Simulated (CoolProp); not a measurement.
Saturation properties of propylene (Tc = 364.2 K, pc = 45.55 bar, ω = 0.146).

The numbers come from the reference Helmholtz-energy equation of state, Lemmon 2013 in CoolProp.

| T (K) | p (bar) | vapour Z | vapour viscosity (µPa s) | liquid conductivity (mW/(m K)) |
|---|---|---|---|---|
| 183.8 | 0.09193 | 0.9938 | 5.20 | 162 |
| 190.5 | 0.1467 | 0.9912 | 5.39 | 160 |
| 197.3 | 0.2271 | 0.9878 | 5.58 | 157 |
| 204.1 | 0.3400 | 0.9836 | 5.76 | 154 |
| 210.9 | 0.4941 | 0.9785 | 5.95 | 152 |
| 217.6 | 0.6960 | 0.9724 | 6.14 | 149 |
| 224.4 | 0.9622 | 0.9652 | 6.32 | 146 |
| 231.2 | 1.302 | 0.9569 | 6.51 | 143 |
| 238 | 1.728 | 0.9475 | 6.70 | 140 |
| 244.7 | 2.245 | 0.9370 | 6.90 | 137 |
| 251.5 | 2.883 | 0.9250 | 7.10 | 134 |
| 258.3 | 3.649 | 0.9118 | 7.31 | 131 |
| 265.1 | 4.558 | 0.8971 | 7.53 | 128 |

It boils at 225.5 K under 1 atm.

Viscosity comes from a separate model (Huber 2003), an estimate that may be off by 10 % or more. Thermal conductivity comes from a separate model (Huber 2003), an estimate that may be off by 10 % or more.
